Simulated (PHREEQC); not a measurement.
**Acid mine or pickling water (model solution)**

Model water analysis in mg/L, 25 °C, pH 2.61, pe 11.1:

| constituent | mg/L |
|---|---|
| Na | 289 |
| K | 621 |
| Ca | 232 |
| Mg | 245 |
| Cl | 416 |
| S(6) as SO4 | 2660 |
| Zn | 62 |
| Ni | 25.1 |
| Cu(2) | 0.97 |

Valence states are taken as typed.

Computed with PHREEQC (ion-association model, wateq4f.dat).

No solid was allowed to form.

Problem. Predict the ionic strength, charge-balance error.

Solution. ionic strength 0.0788 mol/kgw; charge-balance error 0.9 %.

Problem. In which forms is Ni present?

Solution. Ni+2 64 %, NiSO4 35 %, NiCl+ 0.7 % of the Ni.
